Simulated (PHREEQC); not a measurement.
A solution holds 0.0015 mol NaCl per kg of water, at 25 °C. Closed to the air; pH follows from the charge balance.

Equilibrium calculation in PHREEQC: Pitzer model, pitzer.dat.

Precipitation was switched off in this run.

Q: What specific conductance does the model give?

A: specific conductance 183 µS/cm.
